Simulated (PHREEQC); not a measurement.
A solution holds 0.006 mol HBr and 7.5e-05 mol AlCl3 per kg of water, at 25 °C. Closed to the air; pH follows from the charge balance.

Model: ion-association model, wateq4f.dat, run in PHREEQC.

Each row changes one thing in this solution. This is a speciation only: nothing precipitates in the calculation.

```
case                            pH  ionic strength (mol/kgw)
----------------------------  ----  ------------------------
as made                       2.25                   0.00645
HBr left out                  4.57                  0.000400
0.0022 mol/kgw MgSO4 added    2.30                    0.0130
temperature from 25 to 55 °C  2.26                   0.00645
AlCl3 left out                2.25                   0.00600
temperature from 25 to 90 °C  2.26                   0.00644
```

Some of these states are supersaturated (in Boehmite (slow to form), Gibbsite (slow to form), for instance). Away from 25 °C the constants follow the database's enthalpies or fits; those with neither stay at their 25 °C values.
